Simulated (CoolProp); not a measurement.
Properties of C2F6 (R116) along the isobar 0.101 MPa (Tc = 19.9 °C, pc = 3.048 MPa, ω = 0.257).

Computed with CoolProp (reference Helmholtz-energy equation of state, Lemmon 2006). It is a short technical equation, of lower accuracy than the large ones.

```json
[
 {"T (°C)": "-27.05", "phase": "gas", "density (kg/m³)": "6.952", "cv (kJ/(kg K))": "(withheld)", "isothermal compressibility (1/MPa)": "10.11", "expansivity (1/kK)": "4.346", "Prandtl number": "0.739"},
 {"T (°C)": "-14.25", "phase": "gas", "density (kg/m³)": "6.587", "cv (kJ/(kg K))": "(withheld)", "isothermal compressibility (1/MPa)": "10.07", "expansivity (1/kK)": "4.087", "Prandtl number": "0.739"},
 {"T (°C)": "-1.55", "phase": "gas", "density (kg/m³)": "6.263", "cv (kJ/(kg K))": "0.6699", "isothermal compressibility (1/MPa)": "10.05", "expansivity (1/kK)": "3.864", "Prandtl number": "0.739"},
 {"T (°C)": "11.25", "phase": "gas", "density (kg/m³)": "5.968", "cv (kJ/(kg K))": "(withheld)", "isothermal compressibility (1/MPa)": "10.03", "expansivity (1/kK)": "3.665", "Prandtl number": "0.740"},
 {"T (°C)": "24.05", "phase": "gas", "density (kg/m³)": "5.701", "cv (kJ/(kg K))": "0.7109", "isothermal compressibility (1/MPa)": "10.01", "expansivity (1/kK)": "3.488", "Prandtl number": "0.740"},
 {"T (°C)": "36.85", "phase": "gas", "density (kg/m³)": "5.458", "cv (kJ/(kg K))": "(withheld)", "isothermal compressibility (1/MPa)": "9.993", "expansivity (1/kK)": "3.329", "Prandtl number": "(withheld)"},
 {"T (°C)": "49.65", "phase": "gas", "density (kg/m³)": "5.235", "cv (kJ/(kg K))": "0.7496", "isothermal compressibility (1/MPa)": "9.981", "expansivity (1/kK)": "3.185", "Prandtl number": "0.742"},
 {"T (°C)": "62.35", "phase": "gas", "density (kg/m³)": "5.032", "cv (kJ/(kg K))": "0.7678", "isothermal compressibility (1/MPa)": "9.970", "expansivity (1/kK)": "3.055", "Prandtl number": "0.742"},
 {"T (°C)": "75.15", "phase": "gas", "density (kg/m³)": "4.843", "cv (kJ/(kg K))": "(withheld)", "isothermal compressibility (1/MPa)": "9.961", "expansivity (1/kK)": "2.935", "Prandtl number": "0.743"},
 {"T (°C)": "87.95", "phase": "gas", "density (kg/m³)": "4.667", "cv (kJ/(kg K))": "0.8027", "isothermal compressibility (1/MPa)": "9.954", "expansivity (1/kK)": "2.824", "Prandtl number": "0.743"},
 {"T (°C)": "100.75", "phase": "gas", "density (kg/m³)": "4.505", "cv (kJ/(kg K))": "0.8191", "isothermal compressibility (1/MPa)": "9.947", "expansivity (1/kK)": "2.722", "Prandtl number": "0.744"},
 {"T (°C)": "113.55", "phase": "gas", "density (kg/m³)": "4.353", "cv (kJ/(kg K))": "0.8349", "isothermal compressibility (1/MPa)": "9.941", "expansivity (1/kK)": "2.628", "Prandtl number": "0.744"},
 {"T (°C)": "126.25", "phase": "gas", "density (kg/m³)": "4.213", "cv (kJ/(kg K))": "0.8500", "isothermal compressibility (1/MPa)": "9.936", "expansivity (1/kK)": "2.540", "Prandtl number": "0.744"},
 {"T (°C)": "139.05", "phase": "gas", "density (kg/m³)": "4.080", "cv (kJ/(kg K))": "(withheld)", "isothermal compressibility (1/MPa)": "9.932", "expansivity (1/kK)": "2.458", "Prandtl number": "0.744"},
 {"T (°C)": "151.85", "phase": "gas", "density (kg/m³)": "3.956", "cv (kJ/(kg K))": "0.8784", "isothermal compressibility (1/MPa)": "9.928", "expansivity (1/kK)": "2.381", "Prandtl number": "(withheld)"}
]
```

Question: What belongs in the gaps?

Answer: 
- -27.05, cv (kJ/(kg K)): 0.6271
- -14.25, cv (kJ/(kg K)): 0.6488
- 11.25, cv (kJ/(kg K)): 0.6906
- 36.85, cv (kJ/(kg K)): 0.7305
- 36.85, Prandtl number: 0.741
- 75.15, cv (kJ/(kg K)): 0.7856
- 139.05, cv (kJ/(kg K)): 0.8645
- 151.85, Prandtl number: 0.745

Viscosity comes from a separate model (Huber 2003), an estimate that may be off by 10 % or more. Thermal conductivity comes from a separate model (Huber 2003), an estimate that may be off by 10 % or more.
